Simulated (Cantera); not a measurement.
A Cantera script and what it prints.

```python
import numpy as np
import cantera as ct

gas_names = """
    CL CLO CL2 H HCL HOCL HO2 H2 H2O H2O2 Mg MgCL MgCL2 MgH MgO MgOH MgO2H2 Mg2 O OH O2 O3
""".split()
cond_names = """
    H2O(s) H2O(L) Mg(cr) Mg(L) MgCL2(s) MgCL2(L) MgO(s) MgO(L) MgO2H2(s)
""".split()


# ... load() reads the species with a 1 bar reference pressure and builds the phases ...
atoms = {
    'MgO': {'Mg': 1, 'O': 1},
    'Cl2': {'CL': 2},
    'H2': {'H': 2},
}
top_T = {}  # K; cautious upper limits of use, not melting points


# ... equilibrate(T, P, feed) seeds the gas with the atoms and calls Mixture.equilibrate('TP', solver="vcs", rtol=1e-11, max_steps=5000) ...
results = []
feed = {'MgO': 1, 'Cl2': 0.18, 'H2': 0.98}  # mol
T = 898.15  # K
P = 1000  # Pa
mix = equilibrate(T, P, feed)
results.append((T, P, feed, dict(zip(mix.species_names, mix.species_moles))))
print(gas.report(threshold=1e-05))
for i in range(1, mix.n_phases):
    print(f"{mix.phase(i).name:16s} {mix.phase_moles(i):12.5e} mol")
```

Result:

```
       temperature   898.15 K
          pressure   1000 Pa
           density   0.001704 kg/m^3
  mean mol. weight   12.725 kg/kmol
   phase of matter   gas

                          1 kg             1 kmol
                     ---------------   ---------------
          enthalpy       -8.7744e+05       -1.1165e+07  J
   internal energy       -1.4643e+06       -1.8633e+07  J
           entropy             17612        2.2411e+05  J/K
    Gibbs function       -1.6696e+07       -2.1245e+08  J
 heat capacity c_p            2382.8             30320  J/K
 heat capacity c_v            1729.4             22006  J/K

                      mass frac. Y      mole frac. X     chem. pot. / RT
                     ---------------   ---------------   ---------------
               HCL           0.88633           0.30935           -42.153
                H2           0.10926           0.68966           -22.222
               H2O        0.00070087        0.00049506           -69.138
             MgCL2         0.0037039        0.00049506           -101.19
     [  +18 minor]        1.1896e-09         1.314e-09

Mg(cr)            0.00000e+00 mol
MgCL2(s)          0.00000e+00 mol
MgO(s)            9.99426e-01 mol
MgO2H2(s)         0.00000e+00 mol
```

These are equilibrium values from Cantera (NASA tables, ideal gas, pure condensed phases), not measurements of a reactor. Condensed phases not in the tables: MgOHCl.
